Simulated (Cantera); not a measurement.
Charge: 1 mol Mg(OH)₂, 0.0075 mol C, 1.3 mol CO₂, held at 875 °C and 5.30 bar.

Equilibrium computed with Cantera from the NASA thermochemical tables; the gas is ideal and each condensed phase is pure. Candidate condensed phases: C, C₆H₆, C₇H₈, C₈H₁₈, H₂O, Mg, MgCO₃, MgO, Mg(OH)₂; 116 gas species. Rates play no part.

Task: What is the equilibrium state?

Result: 
```json
{
  "x(CO₂)": "0.563",
  "x(H₂O)": "0.431",
  "x(CO)": "0.00395",
  "x(H₂)": "0.00256",
  "n(MgO(s))": "1.00 mol",
  "gas_amount": "2.308 mol",
  "log10 activity of C(graphite) (absent)": "-5.23",
  "log10 activity of Mg(l) (absent)": "-15.50"
}
```
